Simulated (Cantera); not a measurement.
A freely propagating, adiabatic, planar premixed flame of 44.4 % H2, 11.7 % O2, 43.9 % N2, unburnt at 373 K and 100.0 Torr; mixture-averaged transport, grid criteria slope 0.08 and curve 0.16, no radiation.

Cantera simulation using the H2/O2 subset of GRI-Mech 3.0, which has no nitrogen chemistry; the numbers are that mechanism's predictions, not measurements. Burning velocities carry a grid error of a few per cent, more on coarse grids.

Q: Predict: laminar burning velocity; thermal thickness; peak x(HO2); peak x(H); peak x(OH).

A: 
* **laminar burning velocity**: 331 cm/s
* **thermal thickness**: 5.36 mm
* **peak x(HO2)**: 0.000106
* **peak x(H)**: 0.115
* **peak x(OH)**: 0.00441
